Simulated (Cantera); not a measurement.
A Cantera script and what it prints.

```python
import numpy as np
import cantera as ct

gas_names = """
    O2 H
""".split()
cond_names = """
    Cu2O(s) Cu2O(L) CuO2H2(s)
""".split()


# ... load() reads the species with a 1 bar reference pressure and builds the phases ...
species = {s.name: s for s in load("nasa_gas.yaml", gas_names) + load("nasa_condensed.yaml", cond_names)}
# Each term lists the table entries of one substance; the one whose range holds T is used.
reactions = {
    '2 Cu2O + 3 O2(g) + 8 H(g) = 4 Cu(OH)2':
        [(-2, ['Cu2O(s)', 'Cu2O(L)']), (-3, ['O2']), (-8, ['H']), (4, ['CuO2H2(s)'])],
}


def pick(names, T):
    return next(species[n] for n in names if species[n].thermo.min_temp <= T <= species[n].thermo.max_temp)


results = []
for label, terms in reactions.items():
    print(label)
    print("     T/K   dH/kJ  dS/(J/K)   dG/kJ   log10 K")
    for T in [350, 425, 500, 575, 650, 725, 800, 875]:
        used = [(nu, pick(names, T)) for nu, names in terms]
        dH = sum(nu * s.thermo.h(T) for nu, s in used) / 1e6
        dS = sum(nu * s.thermo.s(T) for nu, s in used) / 1e3
        dG = dH - T * dS / 1e3
        logK = -dG * 1e6 / (ct.gas_constant * T * np.log(10))
        results.append((label, T, dH, dS, dG, logK, [s.name for _, s in used]))
        print(f"{T:8g} {dH:8.1f} {dS:8.1f} {dG:8.1f} {logK:8.2f}")
```

Output:

```
2 Cu2O + 3 O2(g) + 8 H(g) = 4 Cu(OH)2
     T/K   dH/kJ  dS/(J/K)   dG/kJ   log10 K
     350  -3204.0  -1284.1  -2754.5   411.08
     425  -3203.6  -1283.1  -2658.2   326.71
     500  -3202.8  -1281.4  -2562.1   267.65
     575  -3201.5  -1279.0  -2466.0   224.02
     650  -3199.7  -1276.1  -2370.2   190.47
     725  -3197.4  -1272.8  -2274.6   163.88
     800  -3194.6  -1269.2  -2179.3   142.29
     875  -3191.6  -1265.5  -2084.3   124.42
```

Cantera with NASA thermochemical tables; ideal gases at 1 bar, condensed phases pure. Condensed species are held in their standard states even where they would react or evaporate.
